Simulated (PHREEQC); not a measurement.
Make-up at 25 °C: 0.0069 mol/kgw HF and 0.43 mol/kgw NH4F. Closed to the air; pH follows from the charge balance.

All values are PHREEQC results (ion-association model, phreeqc.dat), not measurements.

```tsv
quantity	before	after
pH	5.14	5.05
HF2- (mol/kgw)	0.00424	0.00409
HF (mol/kgw)	0.00267	0.00281
NH3 (mol/kgw)	1.88e-5	7.31e-6
```

Task: What was changed between the two runs?
(A) 0.0077 mol/kgw H3PO4 added
(B) HF replaced by H2SiF6 at the same molality
(C) temperature from 25 to 15 °C
(D) NH4F from 0.43 to 0.215 mol/kgw
(E) HF from 0.0069 to 0.00345 mol/kgw

Result: C, temperature from 25 to 15 °C

This is a speciation only: nothing precipitates in the calculation.
